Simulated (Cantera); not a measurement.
Charge: 1 mol CCl4, 0.013 mol Si, 1.6 mol H2, equilibrated at 1248.15 K and 33.0 Torr.

These are equilibrium values from Cantera (NASA tables, ideal gas, pure condensed phases), not measurements of a reactor. Candidate condensed phases: C, C6H6, C7H8, C8H18, Si, SiC; 109 gas species. Kinetics and transport are ignored.

Base state: HCl 0.887, Cl2 0.0979, Cl 0.0114, SiCl4 0.00360 (mole fractions); condensed: C(graphite).

Problem. What changes in the equilibrium state with this change: H2 from 1.6 to 0.48 mol?

Solution. 
```json
[
 {"species": "Cl2", "before": "0.0979", "after": "0.583"},
 {"species": "HCl", "before": "0.887", "after": "0.384"},
 {"species": "Cl", "before": "0.0114", "after": "0.0279"},
 {"species": "SiCl4", "before": "0.00360", "after": "0.00520"},
 {"species": "CCl4", "before": "3.48e-7", "after": "1.23e-5"},
 {"species": "C(graphite), mol", "before": "1.000", "after": "1.000"}
]
```

Problem. What changes in the equilibrium state with this change: temperature from 1248.15 K to 2748.15 K?

Solution. 
```csv
species,before,after
HCl,0.887,0.452
Cl,0.0114,0.389
H,<1e-9,0.0845
Cl2,0.0979,0.000187
H2,2.19e-8,0.0680
SiCl2,<1e-9,0.00200
C2H2 (acetylene),<1e-9,0.00190
C3,<1e-9,0.000374
"C(graphite), mol",1.000,0.969
```
The tables' values for SiCl, SiCl3 are old estimates; treat these amounts as uncertain.

Problem. What changes in the equilibrium state with this change: Si from 0.013 to 0.11 mol?

Solution. 
| species | before | after |
|---|---|---|
| HCl | 0.887 | 0.913 |
| Cl2 | 0.0979 | 0.0474 |
| SiCl4 | 0.00360 | 0.0314 |
| Cl | 0.0114 | 0.00796 |
| C(graphite), mol | 1.000 | 1.00 |
